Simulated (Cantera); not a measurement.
A Cantera script and what it prints.

```python
import numpy as np
import cantera as ct

gas_names = [...]  # 123 gases of nasa_gas.yaml made of C, H, O, S
cond_names = """
    C(gr) C6H6(L) C7H8(L) C8H18(L),n-octa H2O(s) H2O(L) H2SO4(L) S(cr1) S(cr2) S(L)
""".split()


# ... load() reads the species with a 1 bar reference pressure and builds the phases ...
atoms = {
    'CO2': {'C': 1, 'O': 2},
    'SO2': {'S': 1, 'O': 2},
    'H2': {'H': 2},
    'O2': {'O': 2},
}
top_T = {'C(gr)': 4500}  # K; cautious upper limits of use, not melting points


# ... equilibrate(T, P, feed) seeds the gas with the atoms and calls Mixture.equilibrate('TP', solver="vcs", rtol=1e-11, max_steps=5000) ...
results = []
feed = {'CO2': 1, 'SO2': 0.014, 'H2': 19, 'O2': 0.028}  # mol
T = 2873  # K
P = 4000000  # Pa
mix = equilibrate(T, P, feed)
results.append((T, P, feed, dict(zip(mix.species_names, mix.species_moles))))
x = sorted(zip(gas.X, gas.species_names), reverse=True)
print(f"T = {T:g} K  P = {P:g} Pa  gas = {mix.phase_moles(0):.4g} mol")
print("   x: " + "  ".join(f"{s} {v:.3e}" for v, s in x if v > 0.001))
print("   condensed (mol): " + ("  ".join(f"{mix.phase(i).name} {mix.phase_moles(i):.4g}"
      for i in range(1, mix.n_phases) if mix.phase_moles(i) > 1e-12) or "none"))
```

Result:

```
T = 2873 K  P = 4e+06 Pa  gas = 20.16 mol
   x: H2 8.808e-01  H2O 5.306e-02  CO 4.918e-02  H 1.560e-02
   condensed (mol): none
```

These are equilibrium values from Cantera (NASA tables, ideal gas, pure condensed phases), not measurements of a reactor. The ideal-gas law is rough above about 30 bar.
